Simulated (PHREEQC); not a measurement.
Dissolve 0.011 mol Pb(NO3)2 and 0.0063 mol Zn(NO3)2 per kg of water at 25 °C. Closed to the air; pH follows from the charge balance.

The numbers come from PHREEQC with the ion-association model, phreeqc.dat.

Each row changes one thing in this solution. No solid was allowed to form.

```csv
case,pH,ionic strength (mol/kgw),NO3- (mol/kgw),ZnOH+ (mol/kgw),Zn(OH)2 (mol/kgw),SI of Zn(OH)2(e) (Zn(OH)2)
as made,4.95,0.0480,0.0326,3.53e-7,2.96e-10,-4.12
0.0027 mol/kgw Ca(NO3)2 added,4.96,(withheld),0.0379,3.51e-7,2.98e-10,-4.12
Pb(NO3)2 from 0.011 to 0.055 mol/kgw,4.53,0.148,0.104,(withheld),2.84e-11,-5.13
Zn(NO3)2 from 0.0063 to 0.00693 mol/kgw,4.96,0.0498,0.0338,3.87e-7,3.25e-10,-4.08
Pb(NO3)2 replaced by KNO3 at the same molality,5.71,0.0299,0.0236,2.21e-6,1.09e-8,-2.56
```

**Question.** Fill in the missing entries.

**Answer.** 
- 0.0027 mol/kgw Ca(NO3)2 added, ionic strength (mol/kgw): 0.0557
- Pb(NO3)2 from 0.011 to 0.055 mol/kgw, ZnOH+ (mol/kgw): 1.01e-7

Species that the database lacks are ignored.
